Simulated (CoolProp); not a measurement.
Vapour-liquid equilibrium of hydrogen sulfide (1) + propane (2) at -60.75 °C; x and y are mole fractions of (1).

Values from CoolProp's multi-fluid Helmholtz-energy mixture model, Lemmon 2006 and Lemmon 2009; pair parameters Kunz 2012.

```
x     bubble pressure, mixture model (kPa)  bubble pressure, Raoult's law (kPa)  y, mixture model  y, Raoult's law
----  ------------------------------------  -----------------------------------  ----------------  ---------------
0.05                                 59.08                                43.92             0.333            0.113
0.2                                  90.79                                52.62             0.610            0.376
0.35                                 103.6                                61.32             0.686            0.565
0.5                                  108.6                                70.02             0.719            0.707
0.65                                 110.6                                78.71             0.742            0.818
0.8                                  111.1                                87.41             0.779            0.906
0.95                                 105.6                                96.11             0.897            0.979
```

The largest gap from Raoult's law is +72.5 % in bubble pressure, at x = 0.2. y crosses x between x = 0.65 and 0.8: the model has an azeotrope there.

The pair parameters rest on a limited set of measurements; away from them the model extrapolates. With so large a gap from Raoult's law the liquid may split in two, which this calculation doesn't test in full.
